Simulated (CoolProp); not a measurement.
Values from CoolProp's reference Helmholtz-energy equation of state, Lemmon 2003. It is a pseudo-pure fit of the blend.

Q: For R507A, give the phase and the density (kg/m³), speed of sound (m/s), Prandtl number at -9.35 °C and 0.282 MPa; 39.45 °C and 0.282 MPa.

A: 
- -9.35 °C and 0.282 MPa: gas; density 13.7, speed of sound 148, Prandtl number 0.836
- 39.45 °C and 0.282 MPa: gas; density 11.2, speed of sound 165, Prandtl number 0.798

Viscosity comes from a separate model (Geller 2000). Thermal conductivity comes from a separate model (Geller 2001).
